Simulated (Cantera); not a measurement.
Feed: 1 mol FeS2, 0.15 mol SO2, 0.21 mol CO2, held at 10.0 Torr.

Method: chemical equilibrium by Gibbs-energy minimisation in Cantera with the NASA 1993 tables (ideal gas, pure condensed phases). Candidate condensed phases: C, Fe, Fe(CO)5, FeO, FeS, FeSO4, FeS2, Fe2O3, Fe2(SO4)3, Fe3O4, S; 25 gas species. FeS: taken at fixed stoichiometry. Gases not in the tables: S3 to S7. Kinetics and transport are ignored.

Question: Which condensed phases are stable at each of these points (T (K)): 925, 1000, 1075, 1150, 1225, 1300, 1375, 1450, 1525, 1600, 1675, 1750?

Answer: 
```
T (K)  condensed phases  Fe condensed (%)
-----  ----------------  ----------------
925              FeS(s)             100.0
1000             FeS(s)             100.0
1075             FeS(s)             100.0
1150             FeS(s)             100.0
1225             FeS(s)             100.0
1300             FeS(s)             100.0
1375             FeS(s)             100.0
1450             FeS(s)             100.0
1525             FeS(l)             100.0
1600             FeS(l)             100.0
1675             FeS(l)             100.0
1750             FeS(l)             100.0
```

From 925 K to 1450 K the condensed part is FeS(s). From 1525 K to 1750 K the condensed part is FeS(l).
